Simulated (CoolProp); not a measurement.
A single-stage vapour-compression cycle with 1,2-dichloroethane: evaporating at 325.15 K (dew point), condensing at 380.15 K (bubble point), superheat 5 K, subcooling 2 K, compressor efficiency 0.85, no pressure losses. Each further row changes one setting.

The numbers come from the reference Helmholtz-energy equation of state, Thol 2015 in CoolProp.

```json
[
 {"case": "as stated", "cooling COP": "4.40", "pressure ratio": "5.96", "discharge temperature (K)": "403.5", "refrigerating effect (kJ/kg)": "273", "volumetric capacity (kJ/m³)": "336"},
 {"case": "evaporating temperature 330.15 K", "cooling COP": "4.98", "pressure ratio": "4.93", "discharge temperature (K)": "401.0", "refrigerating effect (kJ/kg)": "277", "volumetric capacity (kJ/m³)": "408"},
 {"case": "condensing temperature 375.15 K", "cooling COP": "4.91", "pressure ratio": "5.20", "discharge temperature (K)": "397.5", "refrigerating effect (kJ/kg)": "280", "volumetric capacity (kJ/m³)": "345"},
 {"case": "subcooling 7 K", "cooling COP": "4.51", "pressure ratio": "5.96", "discharge temperature (K)": "403.5", "refrigerating effect (kJ/kg)": "280", "volumetric capacity (kJ/m³)": "345"},
 {"case": "superheat 15 K", "cooling COP": "4.40", "pressure ratio": "5.96", "discharge temperature (K)": "414.5", "refrigerating effect (kJ/kg)": "282", "volumetric capacity (kJ/m³)": "336"},
 {"case": "compressor efficiency 0.75", "cooling COP": "3.88", "pressure ratio": "5.96", "discharge temperature (K)": "412.1", "refrigerating effect (kJ/kg)": "273", "volumetric capacity (kJ/m³)": "336"}
]
```
